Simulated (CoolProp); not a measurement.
Vapour-liquid equilibrium of propylene (1) + R22 (2) at 277.2 K; x and y are mole fractions of (1).

The numbers come from the multi-fluid Helmholtz-energy mixture model, Lemmon 2013 and Kamei 1995; pair parameters Bell 2016 in CoolProp.

```csv
x,bubble pressure (kPa),y at the bubble point,dew pressure at overall composition x (kPa),liquid density (mol/L)
0.05,582.7,0.072,577.9,14.54
0.125,603.3,0.167,594.3,14.36
0.2,620.6,0.252,610.2,14.19
0.275,635.1,0.328,625.2,14.03
0.35,647.0,0.399,638.9,13.87
0.425,656.7,0.467,650.9,13.73
0.5,664.1,0.532,660.7,13.59
0.575,669.4,0.596,667.9,13.45
0.65,672.7,0.660,672.4,13.33
0.725,673.9,0.725,673.9,13.21
0.8,672.9,0.794,672.7,13.10
0.875,669.5,0.866,668.9,12.99
0.95,663.5,0.944,663.0,12.90
```

y crosses x between x = 0.725 and 0.8: the model has an azeotrope there.

Pair parameters are fitted to limited data, so mixtures are less certain than the pure fluids.
